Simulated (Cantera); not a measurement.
**Silicon epitaxy and polysilicon growth: Si2Cl6 + HCl + H2**

Charge: 1 mol Si2Cl6, 0.023 mol HCl, 15 mol H2, equilibrated at 25.5 Torr.

These are equilibrium values from Cantera (NASA tables, ideal gas, pure condensed phases), not measurements of a reactor. Candidate condensed phases: Si; 19 gas species. The feed counts by its element totals alone. The tables' values for SiCl3, SiCl are old estimates; treat these amounts as uncertain. Kinetics and transport are ignored.

| T (K) | x H2 | x HCl | x SiCl2 | x SiCl4 | x SiHCl3 | x SiCl3 | n Si(s) |
|---|---|---|---|---|---|---|---|
| 1073 | 0.871 | 0.0416 | 0.00387 | 0.0628 | 0.0161 | 0.00390 | 0.548 |
| 1123 | 0.858 | 0.0570 | 0.00799 | 0.0559 | 0.0144 | 0.00600 | 0.577 |
| 1173 | 0.842 | 0.0744 | 0.0150 | 0.0470 | 0.0124 | 0.00844 | 0.591 |
| 1223 | 0.825 | 0.0926 | 0.0253 | 0.0364 | 0.01000 | 0.0107 | 0.582 |
| 1273 | 0.807 | 0.110 | 0.0385 | 0.0253 | 0.00745 | 0.0122 | 0.548 |
| 1323 | 0.791 | 0.123 | 0.0525 | 0.0156 | 0.00508 | 0.0122 | 0.496 |
| 1373 | 0.779 | 0.133 | 0.0650 | 0.00860 | 0.00320 | 0.0110 | 0.442 |
| 1423 | 0.772 | 0.138 | 0.0745 | 0.00438 | 0.00190 | 0.00908 | 0.396 |
| 1473 | 0.768 | 0.141 | 0.0811 | 0.00215 | 0.00110 | 0.00714 | 0.360 |
| 1523 | 0.765 | 0.142 | 0.0856 | 0.00106 | 0.000641 | 0.00550 | 0.333 |
| 1573 | 0.764 | 0.142 | 0.0888 | 0.000528 | 0.000378 | 0.00422 | 0.311 |
| 1623 | 0.764 | 0.141 | 0.0911 | 0.000272 | 0.000228 | 0.00326 | 0.293 |
x: gas mole fraction; n: condensed amount in mol.

From 1073 K to 1623 K the condensed part is Si(s). The main Si-bearing gas is SiCl4 at 1073 K and SiCl2 at 1623 K. The share of Si in condensed phases is highest at 1173 K (29.5 %) and lowest at 1623 K (14.6 %).
